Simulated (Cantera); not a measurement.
An isothermal plug-flow reactor at 875 K and 0.750 bar (inlet), inlet velocity 1 m/s, active area per volume 900 1/m; feed CH4 : O2 : N2 = 0.006 : 0.012 : 0.79 (molar parts).

Model: Deutschmann's 1995 Pt surface mechanism with GRI-Mech 3.0 gas chemistry, integrated in Cantera. Catalytic surfaces can have several steady states; this one follows from the mechanism file's or the stated starting coverage. Mass transfer to the wall is taken as infinitely fast.

| quantity | before | after |
|---|---|---|
| x(CH4) at z = 0.0035 m | 0.00637 | 9.91e-6 |
| x(O2) at z = 0.0035 m | 0.0127 | 0.000154 |
| x(H2O) at z = 0.0035 m | 0.00210 | 0.0147 |
| x(CO2) at z = 0.0035 m | 0.00105 | 0.00734 |
| x(CO) at z = 0.0035 m | 2.13e-6 | 1.21e-7 |
| θ(free Pt) at the exit | 0.178 | 0.905 |
| θ(O*) at the exit | 0.821 | 0.0945 |

### Question
What was changed between the two runs?
A) temperature 875 to 1275 K
B) O2 0.012 to 0.0094 parts
C) pressure from 0.750 bar to 0.290 bar
D) pressure from 0.750 bar to 1.70 bar

### Answer
A, temperature 875 to 1275 K
